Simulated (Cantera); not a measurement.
Equilibrium for roasting and sulfation: MgCO₃ + SO₂ + O₂

Charge: 1 mol MgCO₃, 0.42 mol SO₂, 0.1 mol O₂, held at 1973 K.

These are equilibrium values from Cantera (NASA tables, ideal gas, pure condensed phases), not measurements of a reactor. Candidate condensed phases: C, Mg, MgCO₃, MgO, MgS, MgSO₄, S; 26 gas species. Rates play no part.

From 0.0100 bar to 20.0 bar the condensed part is MgO(s).

```
P (Pa)   log p CO₂  log p SO₂  log p O₂  log p CO  n MgO(s)
-------  ---------  ---------  --------  --------  --------
1000         -2.20      -2.57     -3.12     -3.62     1.000
3500         -1.65      -2.02     -2.60     -3.33     1.000
13000        -1.07      -1.45     -2.05     -3.03      1.00
45000        -0.53      -0.91     -1.52     -2.75      1.00
160000        0.02      -0.36     -0.97     -2.47      1.00
560000        0.57       0.19     -0.43     -2.20      1.00
2000000       1.12       0.74      0.12     -1.92      1.00
```
log p: log10 of the partial pressure in bar; n: condensed amount in mol.
